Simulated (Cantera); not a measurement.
Charge: 1 mol TiO2, a varied amount of CO, 1 mol H2, equilibrated at 1948 K and 2.80 mbar.

Method: chemical equilibrium by Gibbs-energy minimisation in Cantera with the NASA 1993 tables (ideal gas, pure condensed phases). Candidate condensed phases: C, C6H6, C7H8, C8H18, H2O, Ti, TiC, TiO, TiO2, Ti2O3, Ti3O5, Ti4O7; 113 gas species. Mutual solubility and eutectic melting of coexisting phases are not modelled. Condensed phases not in the tables: Magnéli phases beyond Ti4O7. The numbers say what is thermodynamically allowed, not how fast it happens.

x: gas mole fraction; n: condensed amount in mol.

```tsv
n(CO) (mol)	x CO	x H2	x H2O	x CO2	x H	x OH	n Ti4O7(s)	n Ti3O5(s)
2.5	0.682	0.236	0.0427	0.0281	0.0104	?	0.250	0
3.4	0.743	0.191	0.0300	0.0265	0.00934	?	0.250	0
4.3	0.783	0.161	0.0222	0.0246	0.00858	?	0.250	0
5.2	0.812	0.139	0.0172	0.0228	0.00797	?	0.250	0
6.2	0.837	0.121	0.0134	0.0211	0.00743	?	0.250	0
7.1	0.854	0.108	0.0110	0.0197	0.00703	6.44e-5	0.250	0
8	0.866	0.0975	0.00985	0.0199	0.00667	6.09e-5	0.192	0.0774
8.9	0.876	0.0885	0.00894	0.0201	0.00635	5.80e-5	0.131	0.158
9.8	0.884	0.0811	0.00818	0.0203	0.00608	5.55e-5	0.0711	0.239
11	0.894	0.0729	0.00729	0.0203	0.00577	5.21e-5	0	0.333
12	0.901	0.0676	0.00632	0.0192	0.00555	?	0	0.333
13	0.908	0.0630	0.00553	0.0182	0.00536	?	0	0.333
```

Task: Fill in the missing entries.

Result: 
- 2.5, x OH: 0.000170
- 3.4, x OH: 0.000132
- 4.3, x OH: 0.000107
- 5.2, x OH: 8.91e-5
- 6.2, x OH: 7.44e-5
- 12, x OH: 4.70e-5
- 13, x OH: 4.26e-5
